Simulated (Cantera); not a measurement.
What does this Cantera script print?

```python
import numpy as np
import cantera as ct

gas_names = """
    B BH BH2 BH3 BN B2 H H2 N NH NH2 NH3 N2 N2H2 N2H4
""".split()
cond_names = """
    B(b) B(L) BN(s)
""".split()


# ... load() reads the species with a 1 bar reference pressure and builds the phases ...
atoms = {
    'B2H6': {'B': 2, 'H': 6},
    'H2': {'H': 2},
    'N2': {'N': 2},
    'NH3': {'N': 1, 'H': 3},
}
top_T = {'BN(s)': 3200}  # K; cautious upper limits of use, not melting points


# ... equilibrate(T, P, feed) seeds the gas with the atoms and calls Mixture.equilibrate('TP', solver="vcs", rtol=1e-11, max_steps=5000) ...
results = []
feed = {'B2H6': 1, 'H2': 120, 'N2': 8, 'NH3': 0.12}  # mol
T = 1650  # K
P = 13332.2  # Pa
mix = equilibrate(T, P, feed)
results.append((T, P, feed, dict(zip(mix.species_names, mix.species_moles))))
print(gas.report(threshold=0.001))
for i in range(1, mix.n_phases):
    print(f"{mix.phase(i).name:16s} {mix.phase_moles(i):12.5e} mol")
```

Output:

```
       temperature   1650 K
          pressure   13332 Pa
           density   0.0033284 kg/m^3
  mean mol. weight   3.4249 kg/kmol
   phase of matter   gas

                          1 kg             1 kmol
                     ---------------   ---------------
          enthalpy        1.2091e+07        4.1411e+07  J
   internal energy        8.0855e+06        2.7692e+07  J
           entropy             59549        2.0395e+05  J/K
    Gibbs function       -8.6164e+07        -2.951e+08  J
 heat capacity c_p            9654.2             33065  J/K
 heat capacity c_v            7226.5             24750  J/K

                      mass frac. Y      mole frac. X     chem. pot. / RT
                     ---------------   ---------------   ---------------
                H2           0.55659           0.94556           -20.956
                N2           0.44334          0.054201            -31.24
     [  +13 minor]        7.7888e-05        0.00024333

B(b)              0.00000e+00 mol
BN(s)             1.99997e+00 mol
```

These are equilibrium values from Cantera (NASA tables, ideal gas, pure condensed phases), not measurements of a reactor. The feed counts by its element totals alone.
